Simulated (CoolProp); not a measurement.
1000 sccm (0 °C, 1 atm) of nitrogen bubbles through liquid cyclohexane at 313 K and leaves saturated at a total pressure of 0.15 MPa (ideal gas phase). Each further row changes one setting.

Values from CoolProp's reference Helmholtz-energy equation of state, Zhou 2014.

```csv
case,vapour pressure (kPa),mole fraction of vapour,delivery (mg/min),delivery (sccm),change of delivery for a bath 1 K warmer (%)
as stated,24.5,…,733,…,…
bath temperature 318 K,29.8,…,…,…,…
total pressure 0.3 MPa,24.5,…,334,88.9,4.5
```

Task: Fill in the missing entries.

Result: 
- as stated, mole fraction of vapour: 0.163
- as stated, delivery (sccm): 195
- as stated, change of delivery for a bath 1 K warmer (%): 4.9
- bath temperature 318 K, mole fraction of vapour: 0.199
- bath temperature 318 K, delivery (mg/min): 932
- bath temperature 318 K, delivery (sccm): 248
- bath temperature 318 K, change of delivery for a bath 1 K warmer (%): 5.0
- total pressure 0.3 MPa, mole fraction of vapour: 0.0816
